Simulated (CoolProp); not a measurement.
Vapour-liquid equilibrium of fluoroethane (R161) (1) + R227EA (2) at 186.7 K; x and y are mole fractions of (1).

Computed with CoolProp (multi-fluid Helmholtz-energy mixture model, Wu 2012 and Lemmon 2016; pair parameters Bell 2016).

Task: Give the bubble pressure and the first vapour's composition at x = 0.05, 0.35, 0.55. Is there an azeotrope?

Result: x = 0.05: 1.188 kPa, y = 0.079; x = 0.35: 2.017 kPa, y = 0.687; x = 0.55: 3.052 kPa, y = 0.878. No azeotrope shows between x = 0.05 and 0.95.

Pair parameters are fitted to limited data, so mixtures are less certain than the pure fluids.
